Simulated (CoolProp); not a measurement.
Saturated liquid density (kg/m³) of R1123: the reference equation beside estimates from Tc = 58.6 °C, pc = 4.549 MPa, ω = 0.243. Rackett uses Z = 0.29056 − 0.08775 ω.

The numbers come from the reference Helmholtz-energy equation of state, Akasaka 2020 in CoolProp.

```
T (°C)  reference  Rackett  van der Waals  Soave-Redlich-Kwong  Peng-Robinson
------  ---------  -------  -------------  -------------------  -------------
-63.55       1352     1347          815.3                 1233           1393
-52.45       1317     1312          794.8                 1200           1357
-41.25       1280     1275          772.8                 1163           1317
-30.05       1241     1236          749.3                 1123           1273
-18.95       1200     1195          724.4                 1080           1225
-7.75        1156     1150          697.2                 1031           1170
3.35         1108     1103          667.6                977.4           1109
14.55        1055     1050          634.4                915.8           1039
25.65       993.8    989.9          597.0                845.1          957.1
36.85       920.2    917.5          551.9                759.3          856.8
```

Absolute difference from the reference over all 10 rows, mean and median: Rackett 0.4 and 0.4 %, van der Waals 39.7 and 39.7 %, Soave-Redlich-Kwong 11.5 and 10.4 %, Peng-Robinson 2.7 and 2.7 %.
